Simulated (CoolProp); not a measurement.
Water along the isotherm 401 K: fugacity coefficient from the reference equation and from simpler models built on Tc = 647.1 K, pc = 22.06 MPa, ω = 0.344; each cubic takes its own stable root.

Values from CoolProp's reference Helmholtz-energy equation of state, Wagner 2002.

```json
[
 {"p (MPa)": "0.105", "phase": "gas", "reference": "0.9890"},
 {"p (MPa)": "0.198", "phase": "gas", "reference": "0.9791"},
 {"p (MPa)": "0.376", "phase": "liquid", "reference": "0.6561"},
 {"p (MPa)": "0.713", "phase": "liquid", "reference": "0.3467"},
 {"p (MPa)": "1.35", "phase": "liquid", "reference": "0.1838"},
 {"p (MPa)": "2.56", "phase": "liquid", "reference": "0.09759"},
 {"p (MPa)": "4.86", "phase": "liquid", "reference": "0.05209"},
 {"p (MPa)": "9.21", "phase": "liquid", "reference": "0.02818"},
 {"p (MPa)": "17.5", "phase": "liquid", "reference": "0.01555"},
 {"p (MPa)": "33.1", "phase": "liquid", "reference": "0.008987"}
]
```

How far does each simpler model (van der Waals, Redlich-Kwong, Soave-Redlich-Kwong) lie from the reference over these 10 states: mean and median of the absolute difference, and the worst?


- van der Waals: mean 463.8 %, median 576.2 %, worst +910.0 % at 401 K and 33.1 MPa
- Redlich-Kwong: mean 110.8 %, median 146.2 %, worst +165.3 % at 401 K and 33.1 MPa
- Soave-Redlich-Kwong: mean 2.3 %, median 2.9 %, worst -3.6 % at 401 K and 0.376 MPa

At some of these states van der Waals, Redlich-Kwong gives the other phase, because its saturation line lies elsewhere.
